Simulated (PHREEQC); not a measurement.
Solution (25 °C): 1.3 mmol/kgw HBF4 and 0.29 mmol/kgw H2SiF6. Closed to the air; pH follows from the charge balance.

Model: ion-association model, wateq4f.dat, run in PHREEQC.

The ionic strength comes out as 0.00223 mol/kgw. What activity coefficients do H+, HF2-, SiF6-2, F-, BF3OH- get?

H+ 0.95, HF2- 0.95, SiF6-2 0.81, F- 0.95, BF3OH- 0.95.

Precipitation was switched off in this run. Complexes and solids missing from the database can't appear. SiF6-2 is the database's only silicon fluoride. Real BF4- forms and hydrolyses slowly; the run takes it at equilibrium.
